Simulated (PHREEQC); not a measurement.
Consider water at 25 °C with 0.024 mol NH4HF2, 0.082 mol (NH4)2SiF6, 0.00096 mol HBF4 and 3e-05 mol HCl per kg of water. Closed to the air; pH follows from the charge balance.

Computed with PHREEQC (ion-association model, phreeqc.dat).

```json
[
 {"quantity": "pH", "before": "2.99", "after": "3.27"},
 {"quantity": "ionic strength (mol/kgw)", "before": "0.271", "after": "0.00291"},
 {"quantity": "F- (mol/kgw)", "before": "0.0224", "after": "0.00151"},
 {"quantity": "HF (mol/kgw)", "before": "0.0219", "after": "0.00114"},
 {"quantity": "HF2- (mol/kgw)", "before": "0.00186", "after": "6.60e-6"},
 {"quantity": "BF3OH- (mol/kgw)", "before": "1.49e-5", "after": "3.22e-7"}
]
```

What was changed between the two runs?
A. diluted 100-fold with water
B. HBF4 from 0.00096 to 0.00106 mol/kgw
C. (NH4)2SiF6 left out
D. temperature from 25 to 60 °C

A, diluted 100-fold with water

Precipitation was switched off in this run. Some of these states are supersaturated (in Quartz (slow to form), Chalcedony (slow to form), for instance). SiF6-2 is the database's only silicon fluoride. Real BF4- forms and hydrolyses slowly; the run takes it at equilibrium.
